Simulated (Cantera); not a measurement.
Input: 1 mol Fe3O4, 0.3 mol C, 0.25 mol N2, held at 1848 K and 30.0 Pa.

These are equilibrium values from Cantera (NASA tables, ideal gas, pure condensed phases), not measurements of a reactor. Candidate condensed phases: C, Fe, Fe(CO)5, FeO, Fe2O3, Fe3O4; 27 gas species. The tables' stoichiometric FeO is somewhat more stable than real wüstite, so its field is too wide. FeO: taken at fixed stoichiometry. Equilibrium is a limit: real reactors are often held back by kinetics, nucleation or transport.

Base state: CO2 0.381, N2 0.327, O2 0.266, CO 0.0142, O 0.00564, NO 0.00354, FeO 0.00117, Fe 0.000810 (mole fractions); condensed: FeO(l).

### Question
What changes in the equilibrium state with this change: 0.059 mol CH4 added?

### Answer
```json
[
 {"species": "CO2", "before": "0.381", "after": "0.411"},
 {"species": "N2", "before": "0.327", "after": "0.302"},
 {"species": "H2O", "before": "0", "after": "0.137"},
 {"species": "O2", "before": "0.266", "after": "0.109"},
 {"species": "CO", "before": "0.0142", "after": "0.0240"},
 {"species": "Fe", "before": "0.000810", "after": "0.00127"},
 {"species": "OH", "before": "0", "after": "0.00689"},
 {"species": "H2", "before": "0", "after": "0.00199"},
 {"species": "H", "before": "0", "after": "0.00137"},
 {"species": "FeO(l), mol", "before": "3.00", "after": "3.00"}
]
```
Further candidate phases: C6H6, C7H8, C8H18, Fe(OH)2, Fe(OH)3, H2O.

### Question
What changes in the equilibrium state with this change: C from 0.3 to 0.77 mol?

### Answer
```json
[
 {"species": "CO", "before": "0.0142", "after": "0.468"},
 {"species": "CO2", "before": "0.381", "after": "0.256"},
 {"species": "N2", "before": "0.327", "after": "0.235"},
 {"species": "O2", "before": "0.266", "after": "0.000111"},
 {"species": "Fe", "before": "0.000810", "after": "0.0397"},
 {"species": "NO", "before": "0.00354", "after": "6.11e-5"},
 {"species": "O", "before": "0.00564", "after": "0.000115"},
 {"species": "FeO", "before": "0.00117", "after": "0.00117"},
 {"species": "FeO(l), mol", "before": "3.00", "after": "2.96"}
]
```
